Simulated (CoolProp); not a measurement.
Saturation properties of n-perfluorohexane.

Computed with CoolProp (reference Helmholtz-energy equation of state, Gao 2022).

```csv
T (°C),p (MPa),liquid density (kg/m³),enthalpy of vaporisation (kJ/kg),liquid cp (kJ/(kg K))
48.65,0.07533,1605,86.85,1.084
52.55,0.08655,1593,[?],1.091
56.45,0.09903,1581,84.67,1.097
60.25,0.1125,1568,83.58,1.103
64.15,0.1278,1556,82.44,1.110
68.05,0.1446,1543,81.28,1.116
71.95,0.1631,1530,80.10,1.123
75.75,0.1828,1517,[?],1.130
79.65,0.2049,1503,[?],[?]
83.55,0.2289,1489,76.43,1.144
87.35,0.2544,1475,75.17,1.151
91.25,0.2828,[?],[?],1.159
95.15,0.3135,1445,72.48,1.167
99.05,[?],1430,71.07,1.175
```

**Question.** What belongs in the gaps?

**Answer.** 
- 52.55, enthalpy of vaporisation (kJ/kg): 85.77
- 75.75, enthalpy of vaporisation (kJ/kg): 78.93
- 79.65, enthalpy of vaporisation (kJ/kg): 77.69
- 79.65, liquid cp (kJ/(kg K)): 1.137
- 91.25, liquid density (kg/m³): 1460
- 91.25, enthalpy of vaporisation (kJ/kg): 73.84
- 99.05, p (MPa): 0.3466

It boils at 57.1 °C under 1 atm.
